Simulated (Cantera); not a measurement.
Input: 1 mol Cr, 0.31 mol N2O, 1.8 mol H2, at 1 atm.

These are equilibrium values from Cantera (NASA tables, ideal gas, pure condensed phases), not measurements of a reactor. Candidate condensed phases: Cr, CrN, Cr2N, Cr2O3, H2O; 29 gas species. Mutual solubility and eutectic melting of coexisting phases are not modelled. Equilibrium is a limit: real reactors are often held back by kinetics, nucleation or transport. All values below are at 2000 K.

Base state: H2 0.838, N2 0.147, H2O 0.0125, H 0.00148, Cr 0.00113, CrO 1.14e-5 (mole fractions); condensed: Cr(s) + Cr2O3(s).

**Question.** What changes in the equilibrium state with this change: pressure from 1 atm to 11.0 Pa?

**Answer.** 
| species | before | after |
|---|---|---|
| H2 | 0.838 | 0.434 |
| Cr | 0.00113 | 0.276 |
| H | 0.00148 | 0.102 |
| CrO | 1.14e-5 | 0.0270 |
| H2O | 0.0125 | 0.0628 |
| N2 | 0.147 | 0.0945 |
| O | 2.83e-9 | 0.000254 |
| CrO2 | 6.07e-8 | 0.00141 |
| Cr(s), mol | 0.809 | 0 |
| Cr2O3(s), mol | 0.0945 | 0 |

**Question.** What changes in the equilibrium state with this change: Cr replaced by V?

**Answer.** 
```csv
species,before,after
H2,0.838,0.996
N2,0.147,0.00194
H,0.00148,0.00161
H2O,0.0125,0.000336
Cr,0.00113,0
CrO,1.14e-5,0
"Cr(s), mol",0.809,0
"Cr2O3(s), mol",0.0945,0
"V(s), mol",0,0.0776
"VN(s), mol",0,0.613
"VO(s), mol",0,0.309
```
VN, VO: taken at fixed stoichiometry. Condensed phases not in the tables: solid solutions among these carbides, nitrides and lower oxides, V2N, N, O or C dissolved in the metal. Further candidate phases: V, VN, VO, V2O3, V2O4, V2O5.
